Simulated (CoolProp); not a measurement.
Values from CoolProp's reference Helmholtz-energy equation of state, Leachman 2009.

Problem. For normal hydrogen, give the phase and the speed of sound (m/s), conductivity (mW/(m K)) at 133.3 K and 0.101 MPa; 184.2 K and 0.101 MPa.

Solution. 
- 133.3 K and 0.101 MPa: gas; speed of sound 913, conductivity 90.0
- 184.2 K and 0.101 MPa: gas; speed of sound 1050, conductivity 123

Thermal conductivity comes from a separate model (Assael 2011).
